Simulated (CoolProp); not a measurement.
CH2F2 (R32) along the isobar 139 bar: Z from the reference equation and from simpler models built on Tc = 351.3 K, pc = 57.83 bar, ω = 0.277; each cubic takes its own stable root.

The numbers come from the reference Helmholtz-energy equation of state, Tillner-Roth 1997 in CoolProp.

```
T (K)          phase  reference
-----  -------------  ---------
288.6         liquid     0.2867
299.1         liquid     0.2856
309.6         liquid     0.2857
320.1         liquid     0.2871
330.6         liquid     0.2902
341           liquid     0.2953
351.5  supercritical     0.3031
362    supercritical     0.3148
372.5  supercritical     0.3322
383    supercritical     0.3579
393.4  supercritical     0.3941
```

**Question.** How far does each simpler model (Redlich-Kwong, Soave-Redlich-Kwong, Peng-Robinson) lie from the reference over these 11 states: mean and median of the absolute difference, and the worst?

**Answer.** 
- Redlich-Kwong: mean 29.9 %, median 31.8 %, worst +32.4 % at 330.6 K and 139 bar
- Soave-Redlich-Kwong: mean 30.5 %, median 30.8 %, worst +33.4 % at 372.5 K and 139 bar
- Peng-Robinson: mean 17.5 %, median 17.0 %, worst +22.1 % at 383 K and 139 bar
